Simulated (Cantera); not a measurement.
Input (Python, Cantera) and output of one run.

```python
import numpy as np
import cantera as ct

gas_names = """
    F F2 N NF NF2 NF3 N2 Si SiF SiF2 SiF3 SiF4 SiN Si2 Si2N Si3
""".split()
cond_names = """
    Si(cr) Si(L) Si3N4(a)
""".split()


# ... load() reads the species with a 1 bar reference pressure and builds the phases ...
atoms = {
    'Si': {'Si': 1},
    'NF3': {'N': 1, 'F': 3},
}
top_T = {'Si3N4(a)': 2400}  # K; cautious upper limits of use, not melting points


# ... equilibrate(T, P, feed) seeds the gas with the atoms and calls Mixture.equilibrate('TP', solver="vcs", rtol=1e-11, max_steps=5000) ...
results = []
T = 523.15  # K
P = 1333.22  # Pa
for m in [0.56, 0.69, 0.85, 1.1, 1.3, 1.6, 2, 2.4, 3, 3.7]:
    feed = {'Si': 1, 'NF3': m}  # mol
    mix = equilibrate(T, P, feed)
    results.append((T, P, feed, dict(zip(mix.species_names, mix.species_moles))))

top = {s: max(r[3][s] / sum(r[3][g] for g in gas_names) for r in results) for s in gas_names}
cols = sorted((s for s in top if top[s] > 0.0001), key=lambda s: -top[s])[:5]
seen = [c for c in cond_names if any(r[3].get(c, 0) > 1e-12 for r in results)]
print("log10 of partial pressures in bar; condensed amounts in mol")
print(f"{'n(NF3)':>10s}" + "".join(f"{s[:9]:>10s}" for s in cols + seen))
for T, P, feed, n in results:
    ng = sum(n[g] for g in gas_names)
    print(f"{feed['NF3']:10.4g}" + "".join(f"{np.log10(max(n[s] / ng * P / 1e5, 1e-99)):10.3f}" for s in cols)
          + "".join(f"{n.get(c, 0):10.4g}" for c in seen))
```

It prints:

```
log10 of partial pressures in bar; condensed amounts in mol
    n(NF3)      SiF4       NF3        N2        F2    Si(cr)  Si3N4(a)
      0.56    -1.875   -99.000   -28.594   -77.840      0.16      0.14
      0.69    -1.894   -99.000    -3.240   -69.398         0    0.1608
      0.85    -1.985   -99.000    -2.526   -69.206         0    0.1208
       1.1    -2.058   -99.000    -2.338   -69.180         0   0.05833
       1.3    -2.092   -99.000    -2.280   -69.177         0  0.008333
       1.6    -2.162    -2.737    -2.337    -4.948         0         0
         2    -2.244    -2.421    -2.419    -4.710         0         0
       2.4    -2.312    -2.286    -2.487    -4.597         0         0
         3    -2.399    -2.178    -2.573    -4.496         0         0
       3.7    -2.482    -2.109    -2.655    -4.423         0         0
```

Equilibrium computed with Cantera from the NASA thermochemical tables; the gas is ideal and each condensed phase is pure.
